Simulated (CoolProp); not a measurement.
Model: reference Helmholtz-energy equation of state, Lemmon 2005, in CoolProp. It is a short technical equation, of lower accuracy than the large ones.

For 1-butene, give the phase and the cp (kJ/(kg K)), fugacity coefficient at 217.6 K and 32.8 MPa; 217.6 K and 40.1 MPa.


- 217.6 K and 32.8 MPa: liquid; cp 1.96, fugacity coefficient 0.00117
- 217.6 K and 40.1 MPa: liquid; cp 1.96, fugacity coefficient 0.00132
